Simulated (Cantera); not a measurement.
A closed system holds: 1 mol FeS2, 3.6 mol SO2, 0.052 mol CO2, 0.16 mol O2, at 1.00 bar.

Method: chemical equilibrium by Gibbs-energy minimisation in Cantera with the NASA 1993 tables (ideal gas, pure condensed phases). Candidate condensed phases: C, Fe, Fe(CO)5, FeO, FeS, FeSO4, FeS2, Fe2O3, Fe2(SO4)3, Fe3O4, S; 25 gas species. Metal and sulfide melt together well below either melting point, which pure phases cannot show. Mutual solubility and eutectic melting of coexisting phases are not modelled. The tables' stoichiometric FeO is somewhat more stable than real wüstite, so its field is too wide. FeO, FeS: taken at fixed stoichiometry. Gases not in the tables: S3 to S7. Rates play no part.

log p: log10 of the partial pressure in bar; n: condensed amount in mol.

```
T (K)  log p SO2  log p S2  log p CO2  log p S2O    log p SO    log p CO  n FeS2(s)  n Fe3O4(s)  n FeS(s)  n FeO(s)  n FeS(l)
-----  ---------  --------  ---------  ---------  ----------  ----------  ---------  ----------  --------  --------  --------
775        -0.01     -3.10      -1.86      -3.50       -6.80       -6.86      0.937      0.0210         0         0         0
875        -0.01     -2.10      -1.86      -2.79       -5.62       -5.82      0.914      0.0287         0         0         0
975        -0.05     -1.03      -1.91      -2.03  (withheld)  (withheld)          0           0      1.00         0         0
1075       -0.05     -1.03      -1.91      -2.05       -4.02       -4.45          0           0      1.00         0         0
1175       -0.05     -1.03      -1.91      -2.06  (withheld)  (withheld)          0           0      1.00         0         0
1275       -0.05     -1.03      -1.92      -2.08       -3.10       -3.69          0           0      1.00         0         0
1375       -0.05     -1.03      -1.93      -2.09       -2.73       -3.40          0           0      1.00         0         0
1475       -0.06     -0.97      -1.94      -2.06       -2.41       -3.13          0           0         0    0.0933     0.907
```

Fill in the missing entries.


- 975, log p SO: -4.63
- 975, log p CO: -4.96
- 1175, log p SO: -3.52
- 1175, log p CO: -4.04
